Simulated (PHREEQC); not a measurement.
1 kg of water holding 31 mmol/kgw K2CO3, 35 mmol/kgw KCl and 49 mmol/kgw KHCO3 is evaporated at 25 °C; the solids stay in contact with the brine. CO2 from the air is kept out. The run lets Kalicinite, Sylvite precipitate or redissolve, and no other solid.

All values are PHREEQC results (Pitzer model, pitzer.dat), not measurements.

```
water left (kg)  ionic strength  water activity  Kalicinite (mol)  Sylvite (mol)  K in solution (mol/kgw)
---------------  --------------  --------------  ----------------  -------------  -----------------------
1                         0.177           0.996                 0              0                    0.146
0.8219                    0.215           0.995                 0              0                    0.178
0.6755                    0.262           0.994                 0              0                    0.216
0.4563                    0.388           0.991                 0              0                    0.320
0.375                     0.472           0.989                 0              0                    0.389
0.3082                    0.574      (withheld)                 0              0                    0.474
0.2533                    0.699           0.984                 0              0                    0.576
0.2082                    0.850           0.981                 0              0                    0.701
0.1711                     1.03           0.977                 0              0                    0.853
0.1156                     1.53           0.966                 0              0                     1.26
0.09502                    1.86           0.959                 0              0                     1.54
0.07809                    2.27           0.950                 0              0                     1.87
0.06418                    2.76           0.940                 0              0                     2.27
0.05276                    3.36           0.926                 0              0                     2.77
0.03564                    4.97           0.890                 0              0                     4.10
0.0293                     6.04           0.866                 0              0               (withheld)
0.02407                    7.35           0.836                 0              0                     6.06
0.01979                    8.32           0.814            0.0124              0                     6.75
0.01627                    9.48           0.785            0.0228              0                     7.57
0.01337                    10.7           0.756            0.0298        0.00396                     8.40
0.009031                   13.2      (withheld)            0.0376         0.0199                     9.79
0.007428                   15.0           0.668            0.0406         0.0252                     10.8
0.006094                   17.2           0.615            0.0429         0.0292                     12.1
```

Question: What belongs in the gaps?

Answer: 
- 0.3082, water activity: 0.987
- 0.0293, K in solution (mol/kgw): 4.98
- 0.009031, water activity: 0.707

Complexes and solids missing from the database can't appear.
